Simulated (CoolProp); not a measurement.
The numbers come from the reference Helmholtz-energy equation of state, Span 2000 in CoolProp.

### Question
Give the vapour pressure (MPa), liquid density (kg/m³), enthalpy of vaporisation (kJ/kg) of saturated nitrogen at -185.05 °C.

### Answer
```
T (°C)   p (MPa)  liquid density (kg/m³)  enthalpy of vaporisation (kJ/kg)
-------  -------  ----------------------  --------------------------------
-185.05    0.305                     755                               184
```
